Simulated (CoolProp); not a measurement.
Properties of hydrogen chloride along the isobar 0.101 MPa (Tc = 51.5 °C, pc = 8.314 MPa, ω = 0.130).

Values from CoolProp's reference Helmholtz-energy equation of state, Thol 2018.

```
T (°C)  phase  density (kg/m³)  cp (kJ/(kg K))  Joule-Thomson coefficient (K/MPa)  isothermal compressibility (1/MPa)
------  -----  ---------------  --------------  ---------------------------------  ----------------------------------
-59.85    gas            2.116          0.8413                              38.51                               10.09
-53.15    gas            2.047          0.8367                                [?]                               10.07
-46.55    gas            1.984          0.8327                                [?]                               10.05
-39.85    gas            1.924          0.8291                              30.11                               10.04
-33.25    gas            1.869          0.8259                              27.89                               10.03
-26.65    gas            1.817          0.8230                              25.89                               10.01
-19.95    gas            1.767          0.8205                              24.07                               10.00
-13.35    gas            1.721          0.8183                              22.45                               9.995
-6.65     gas            1.676          0.8163                              20.98                               9.987
-0.05     gas            1.635          0.8145                              19.67                               9.980
6.65      gas            1.595             [?]                              18.47                               9.974
13.25     gas            1.557          0.8116                              17.41                               9.969
```

**Question.** What belongs in the gaps?

**Answer.** 
- -53.15, Joule-Thomson coefficient (K/MPa): 35.39
- -46.55, Joule-Thomson coefficient (K/MPa): 32.63
- 6.65, cp (kJ/(kg K)): 0.8130
